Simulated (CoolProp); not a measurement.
A Linde-Hampson liquefier for oxygen: isothermal reversible compression at 200 K from 1 atm to 30 MPa, throttling to 1 atm, return gas leaving the recuperator 0 K below the feed. Each further row changes one setting.

Computed with CoolProp (reference Helmholtz-energy equation of state, Schmidt 1985).

```tsv
case	liquid yield per pass	compression work (kJ/kg of gas)
as stated	0.370	261
high pressure 60 MPa	___	___
warm-end temperature 230 K	0.273	316
warm-end gap 5 K	___	261
```

### Question
Complete the blanks.

### Answer

- high pressure 60 MPa, liquid yield per pass: 0.363
- high pressure 60 MPa, compression work (kJ/kg of gas): 299
- warm-end gap 5 K, liquid yield per pass: 0.361
